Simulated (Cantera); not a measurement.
An adiabatic, constant-pressure homogeneous reactor starts with 11.5 % CH₄, 17.7 % O₂, 70.8 % N₂, equivalence ratio 1.3, at 1273 K and 1.01 bar.

Cantera simulation using GRI-Mech 3.0 (53 species, 325 reactions); the numbers are that mechanism's predictions, not measurements.

Task: Predict: time of steepest temperature rise; temperature at 0.300 s; equilibrium temperature; x(O₂) at 0.300 s; x(OH) at 0.300 s; x(CO) at 0.300 s.

Result: 
| Item | Value |
|---|---|
| time of steepest temperature rise | 20.2 ms |
| temperature at 0.300 s | 2629 K |
| equilibrium temperature | 2629 K |
| x(O₂) at 0.300 s | 0.00196 (gas-phase equilibrium 0.00196) |
| x(OH) at 0.300 s | 0.00850 (gas-phase equilibrium 0.00850) |
| x(CO) at 0.300 s | 0.0662 (gas-phase equilibrium 0.0662) |
